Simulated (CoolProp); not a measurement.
Values from CoolProp's reference Helmholtz-energy equation of state, Penoncello 2003.

Q: Give the vapour pressure (MPa), enthalpy of vaporisation (kJ/kg), liquid cp (kJ/(kg K)), vapour Z of saturated CHF3 (R23) at -46.65 °C.

A: 
```tsv
T (°C)	p (MPa)	enthalpy of vaporisation (kJ/kg)	liquid cp (kJ/(kg K))	vapour Z
-46.65	0.548	206	1.34	0.874
```
